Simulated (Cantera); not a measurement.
**Si2H6 + H2O + H2 + O2 (silicon oxide and oxynitride deposition)**

Charge: 1 mol Si2H6, 0.26 mol H2O, 0.2 mol H2, 1.5 mol O2, equilibrated at 1723.15 K and 0.133 bar.

Method: chemical equilibrium by Gibbs-energy minimisation in Cantera with the NASA 1993 tables (ideal gas, pure condensed phases). Candidate condensed phases: H2O, Si, SiO2; 18 gas species. The feed counts by its element totals alone. Each liquid is taken as pure. Mutual solubility and eutectic melting of coexisting phases are not modelled. The tables hold silica as quartz up to 1696 K and as liquid above; real silica turns to tridymite and cristobalite and melts near 1996 K. Gases not in the tables: Si2H6 and higher silanes. Equilibrium is a limit: real reactors are often held back by kinetics, nucleation or transport.

```yaml
x(H2): 0.873
x(SiO): 0.126
x(H): 0.000467
x(H2O): 2.36e-5
x(SiH2): 1.48e-5
x(Si): 7.39e-6
x(SiH): 3.63e-6
n(Si(l)): 0.120 mol
n(SiO2(condensed)): 1.38 mol
gas_amount: 3.962 mol
```
